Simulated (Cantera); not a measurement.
Mixture: CH₄ : O₂ : N₂ = 1 : 2.35 : 8.24 (molar parts), equivalence ratio 0.85, at 1.01 bar, adiabatic and at constant volume. Ignition delay is the time to a rise of 400 K.

Detailed kinetics in Cantera: GRI-Mech 3.0 (53 species, 325 reactions).

### Question
At T0 = 1675 K, what is the delay, and which 6 reactions control it most (d ln τ / d ln k, from doubling and halving each rate constant)?

### Answer
The delay is 0.224 ms.
| reaction | d ln τ / d ln k | faster rate |
|---|---|---|
| CH3 + O2 <=> CH3O + O | -0.37 | shortens it |
| H + O2 <=> O + OH | -0.30 | shortens it |
| CH4 + H <=> CH3 + H2 | 0.22 | lengthens it |
| 2 CH3 (+M) <=> C2H6 (+M) | 0.13 | lengthens it |
| CH3 + H (+M) <=> CH4 (+M) | -0.13 | shortens it |
| CH3 + HO2 <=> CH3O + OH | -0.13 | shortens it |
